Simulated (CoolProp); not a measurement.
A simple Rankine cycle with R124: condensing at 329.15 K, boiler at 2.05 MPa, turbine inlet 380.7 K, turbine efficiency 0.8, pump efficiency 0.6, no recuperator. Each further row changes one setting.

Model: reference Helmholtz-energy equation of state, de Vries 1995, in CoolProp.

```
case                             thermal efficiency (%)  net work (kJ/kg)  heat in (kJ/kg)  turbine exit temperature (K)  volume ratio over the turbine
-------------------------------  ----------------------  ----------------  ---------------  ----------------------------  -----------------------------
as stated                                           6.3              9.92              157                         351.3                           2.48
turbine inlet 400.7 K                               6.4              11.3              178                         373.5                           2.40
condensing temperature 321.15 K                     7.6               ___              166                           ___                           3.07
boiler pressure 1.43 MPa                            3.8              6.36              166                         366.1                           1.62
turbine efficiency 0.7                              ___              8.49              157                         352.9                            ___
```

Problem. Some entries are withheld; supply them.

Solution. 
- condensing temperature 321.15 K, net work (kJ/kg): 12.7
- condensing temperature 321.15 K, turbine exit temperature (K): 345.2
- turbine efficiency 0.7, thermal efficiency (%): 5.4
- turbine efficiency 0.7, volume ratio over the turbine: 2.50
